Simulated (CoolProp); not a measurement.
Vapour-liquid equilibrium of benzene (1) + dimethyl carbonate (2) at 1230 kPa; x and y are mole fractions of (1).

The numbers come from the multi-fluid Helmholtz-energy mixture model, Thol 2012 and Zhou 2011; pair parameters Bell 2016 in CoolProp.

```
x     bubble temperature, mixture model (°C)  bubble temperature, Raoult's law (°C)  y, mixture model  y, Raoult's law
----  --------------------------------------  -------------------------------------  ----------------  ---------------
0.05                                   194.1                                  194.7             0.061            0.054
0.15                                   192.6                                  194.3             0.175            0.160
0.25                                   191.4                                  193.9             0.279            0.264
0.35                                   190.5                                  193.4             0.378            0.367
0.45                                   189.8                                  193.0             0.471            0.469
0.55                                   189.3                                  192.5             0.562            0.569
0.65                                   189.1                                  192.1             0.653            0.668
0.75                                   189.2                                  191.6             0.746            0.764
0.85                                   189.5                                  191.2             0.842            0.860
0.95                                   190.1                                  190.7             0.945            0.954
```

The largest gap from Raoult's law is -3.2 K in bubble temperature, at x = 0.55. y crosses x between x = 0.65 and 0.75: the model has an azeotrope there.

The pair parameters rest on a limited set of measurements; away from them the model extrapolates.
